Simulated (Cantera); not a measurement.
What does this Cantera script print?

```python
import numpy as np
import cantera as ct

gas = ct.Solution("gri30.yaml")
gas.TPX = 598, 240000, {'CH4': 1, 'C2H6': 0.45, 'C3H8': 0.063, 'O2': 2.99, 'N2': 11.3}
flame = ct.FreeFlame(gas, width=0.022)
flame.set_refine_criteria(ratio=3, slope=0.08, curve=0.16)
flame.transport_model = "mixture-averaged"
flame.solve(loglevel=0, auto=True)
z, T = flame.grid, flame.T
thick = (T[-1] - T[0]) / np.gradient(T, z).max()
show = ['CH4', 'C2H6', 'C3H8', 'CO', 'CH2', 'H']
print(f"laminar burning velocity  {flame.velocity[0] * 100:.3f} cm/s")
print(f"burnt temperature         {T[-1]:.1f} K")
print(f"thermal thickness         {thick * 1e3:.4f} mm")
print(f"grid points               {len(z)}")
z0 = z[flame.heat_release_rate.argmax()]
print(f"{'z/mm':>9s}{'T/K':>9s}{'u/(m/s)':>9s}" + "".join(f"{s:>11s}" for s in show))
rows = []
for k in (-3, -2, -1.5, -1, -0.5, -0.25, 0, 0.25, 0.5, 1, 2, 4, 8):
    zz = z0 + k * thick
    rows.append([k * thick, np.interp(zz, z, T), np.interp(zz, z, flame.velocity),
                 *(np.interp(zz, z, flame.X[gas.species_index(s)]) for s in show)])
    print(f"{rows[-1][0] * 1e3:9.3f}{rows[-1][1]:9.1f}{rows[-1][2]:9.3f}" + "".join(f"{x:11.3e}" for x in rows[-1][3:]))
```

Result:

```
laminar burning velocity  88.086 cm/s
burnt temperature         2287.9 K
thermal thickness         0.1698 mm
grid points               147
     z/mm      T/K  u/(m/s)        CH4       C2H6       C3H8         CO        CH2          H
   -0.509    598.4    0.884  6.308e-02  2.840e-02  3.977e-03  9.719e-06  5.755e-21  2.394e-14
   -0.340    602.9    0.894  6.258e-02  2.826e-02  3.960e-03  1.407e-04  2.138e-17  5.975e-12
   -0.255    616.3    0.919  6.172e-02  2.805e-02  3.939e-03  5.549e-04  1.560e-15  1.796e-10
   -0.170    706.9    1.066  5.781e-02  2.681e-02  3.830e-03  3.817e-03  9.894e-12  1.301e-07
   -0.085   1146.7    1.780  4.134e-02  1.733e-02  2.591e-03  2.439e-02  1.552e-07  4.379e-05
   -0.042   1549.4    2.455  2.503e-02  6.411e-03  7.638e-04  4.846e-02  8.908e-06  5.019e-04
    0.000   1912.4    3.074  8.110e-03  3.865e-04  1.263e-05  7.265e-02  8.077e-05  2.791e-03
    0.042   2091.5    3.370  1.212e-03  3.758e-06  6.302e-09  7.998e-02  6.643e-05  5.853e-03
    0.085   2147.9    3.452  1.290e-04  3.920e-08  2.118e-12  7.665e-02  1.441e-05  7.501e-03
    0.170   2181.0    3.491  1.862e-06  1.113e-11  1.100e-17  7.047e-02  3.200e-07  7.707e-03
    0.340   2210.9    3.529  3.632e-09  9.277e-17  1.647e-24  6.799e-02  7.828e-10  6.339e-03
    0.679   2241.1    3.571  2.175e-12  1.681e-20  3.436e-31  6.789e-02  4.037e-13  4.523e-03
    1.358   2265.3    3.605  4.085e-13  7.376e-24  1.681e-35  6.809e-02  4.431e-14  2.909e-03
```

Model: GRI-Mech 3.0 (53 species, 325 reactions), integrated in Cantera. Burning velocities carry a grid error of a few per cent, more on coarse grids.
